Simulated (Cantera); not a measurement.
An isothermal, constant-pressure homogeneous reactor starts with 55.1 % CH4, 40.2 % H2O, 4.74 % H2, at 1750 K and 1.01 bar.

Model: GRI-Mech 3.0 (53 species, 325 reactions), integrated in Cantera. GRI-Mech 3.0 stops at C3 and has no aromatics, soot or wall deposition, so with more carbon than oxygen in the feed, carbon stays in small species such as C2H2 where larger ones or solid carbon would form.

Q: Predict: x(CH4) at 1.00 s; x(H2O) at 1.00 s; x(H2) at 1.00 s; x(C2H6) at 1.00 s; x(OH) at 1.00 s; x(CH2) at 1.00 s.

A: 
```json
{
 "x(CH4) at 1.00 s": "0.0153 (gas-phase equilibrium 0.0100)",
 "x(H2O) at 1.00 s": "0.0405 (gas-phase equilibrium 2.94e-6)",
 "x(H2) at 1.00 s": "0.715 (gas-phase equilibrium 0.748)",
 "x(C2H6) at 1.00 s": "2.16e-6 (gas-phase equilibrium 1.05e-6)",
 "x(OH) at 1.00 s": "6.53e-7 (gas-phase equilibrium 4.64e-11)",
 "x(CH2) at 1.00 s": "3.45e-8 (gas-phase equilibrium 1.58e-8)"
}
```
